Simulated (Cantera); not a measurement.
Input (Python, Cantera):

```python
import numpy as np
import cantera as ct

gas = ct.Solution("h2o2.yaml")
gas.TPX = 575, 110000, {'H2': 1, 'O2': 0.781, 'N2': 2.94, 'H2O': 0.47}
inlet = ct.Reservoir(gas, clone=True)
gas.equilibrate("HP")  # start burning
reactor = ct.IdealGasConstPressureReactor(gas, energy="on", clone=False)
exhaust = ct.Reservoir(gas, clone=True)
tau = [0.34, 0.084, 0.021, 0.0052, 0.0013, 0.00033, 8.1e-05, 2e-05, 5e-06][0]
for a, b in ((inlet, reactor), (reactor, exhaust)):
    ct.MassFlowController(a, b, mdot=lambda t: reactor.mass / tau)
net = ct.ReactorNet([reactor])
show = ['H2', 'O2', 'H2O', 'O', 'H']

rows = []
print(f"{'tau/s':>10s}{'T/K':>9s}" + "".join(f"{s:>11s}" for s in show))
for tau in [0.34, 0.084, 0.021, 0.0052, 0.0013, 0.00033, 8.1e-05, 2e-05, 5e-06]:
    net.initial_time = 0.0
    net.advance(30 * tau)
    before = gas.X
    net.advance(40 * tau)
    drift = np.max(np.abs(gas.X - before) / (gas.X + 1e-9))
    rows.append([gas.T, *gas[show].X, drift])
    print(f"{tau:10.3e}{gas.T:9.1f}" + "".join(f"{x:11.3e}" for x in gas[show].X))
```

Output:

```
     tau/s      T/K         H2         O2        H2O          O          H
 3.400e-01   1966.5  3.324e-04  5.936e-02  3.116e-01  1.413e-04  2.656e-05
 8.400e-02   1963.4  4.852e-04  5.930e-02  3.111e-01  1.967e-04  4.496e-05
 2.100e-02   1954.7  9.586e-04  5.918e-02  3.099e-01  3.750e-04  1.216e-04
 5.200e-03   1934.0  2.221e-03  5.910e-02  3.071e-01  8.631e-04  4.323e-04
 1.300e-03   1889.2  5.109e-03  5.945e-02  3.014e-01  2.005e-03  1.572e-03
 3.300e-04   1800.1  1.062e-02  6.101e-02  2.908e-01  4.211e-03  5.077e-03
 8.100e-05   1640.5  1.987e-02  6.537e-02  2.733e-01  7.313e-03  1.355e-02
 2.000e-05   1383.5  4.532e-02  8.026e-02  2.385e-01  7.462e-03  2.360e-02
 5.000e-06    575.0  1.926e-01  1.505e-01  9.054e-02  8.555e-20  2.414e-20
```

Cantera simulation using the H2/O2 subset of GRI-Mech 3.0, which has no nitrogen chemistry; the numbers are that mechanism's predictions, not measurements.
